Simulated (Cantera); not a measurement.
What does this Cantera script print?

```python
import numpy as np
import cantera as ct

gas = ct.Solution("gri30.yaml")
gas.TPX = 975, 1500000, {'CH4': 1, 'O2': 3.12, 'N2': 11.8}
reactor = ct.IdealGasConstPressureReactor(gas, energy="on", clone=False)
net = ct.ReactorNet([reactor])
net.rtol, net.atol = 1e-08, 1e-16
show = ['CH4', 'O2', 'HCO', 'C2H', 'CH2O']
times = np.geomspace(4e-06, 2, 11)

steps = ct.SolutionArray(gas, extra=["t"])
rows = []
print(f"{'t/s':>10s}{'T/K':>9s}{'P/Pa':>11s}" + "".join(f"{s:>11s}" for s in show))
for t in times:
    while net.time < t:
        t_next = net.step()
        steps.append(gas.state, t=t_next)
    rows.append([np.interp(t, steps.t, y) for y in (steps.T, steps.P, *steps(*show).X.T)])
    print(f"{t:10.3e}{rows[-1][0]:9.1f}{rows[-1][1]:11.4g}" + "".join(f"{x:11.3e}" for x in rows[-1][2:]))
rate = np.gradient(steps.T, steps.t)
print("integrator steps:", len(steps.t))
if steps.T.max() > steps.T[0] + 200:
    print(f"time of steepest temperature rise: {steps.t[rate.argmax()]:.4e} s")
gas.TPX = 975, 1500000, {'CH4': 1, 'O2': 3.12, 'N2': 11.8}
gas.equilibrate("HP")
print(f"equilibrium (HP): T = {gas.T:.1f} K  " + "  ".join(f"{s} {gas[s].X[0]:.3e}" for s in show))
```

It prints:

```
       t/s      T/K       P/Pa        CH4         O2        HCO        C2H       CH2O
 4.000e-06    975.0    1.5e+06  6.281e-02  1.960e-01  8.884e-21  9.705e-46  9.127e-13
 1.486e-05    975.0    1.5e+06  6.281e-02  1.960e-01  1.209e-19  8.376e-43  1.239e-11
 5.519e-05    975.0    1.5e+06  6.281e-02  1.960e-01  1.683e-18  1.379e-39  1.717e-10
 2.050e-04    975.0    1.5e+06  6.281e-02  1.960e-01  2.476e-17  3.829e-36  2.481e-09
 7.615e-04    975.0    1.5e+06  6.281e-02  1.960e-01  4.259e-16  1.679e-32  3.969e-08
 2.828e-03    975.0    1.5e+06  6.281e-02  1.960e-01  9.785e-15  9.721e-29  7.172e-07
 1.051e-02    975.1    1.5e+06  6.280e-02  1.960e-01  1.282e-13  4.876e-26  7.501e-06
 3.902e-02    975.8    1.5e+06  6.269e-02  1.959e-01  2.537e-12  5.432e-23  8.164e-05
 1.450e-01   2257.2    1.5e+06  6.085e-20  6.634e-02  5.005e-11  1.428e-27  6.743e-13
 5.384e-01   2255.6    1.5e+06  5.952e-20  6.596e-02  4.923e-11  1.354e-27  6.649e-13
 2.000e+00   2255.6    1.5e+06  5.952e-20  6.596e-02  4.923e-11  1.354e-27  6.649e-13
integrator steps: 2606
time of steepest temperature rise: 7.9119e-02 s
equilibrium (HP): T = 2255.6 K  CH4 8.898e-20  O2 6.596e-02  HCO 4.923e-11  C2H 1.555e-27  CH2O 6.649e-13
```

Cantera simulation using GRI-Mech 3.0 (53 species, 325 reactions); the numbers are that mechanism's predictions, not measurements. The pressure lies above the range GRI-Mech 3.0 was tuned for (to about 10 atm). Below about 1000 K GRI-Mech 3.0 lacks low-temperature oxidation paths.
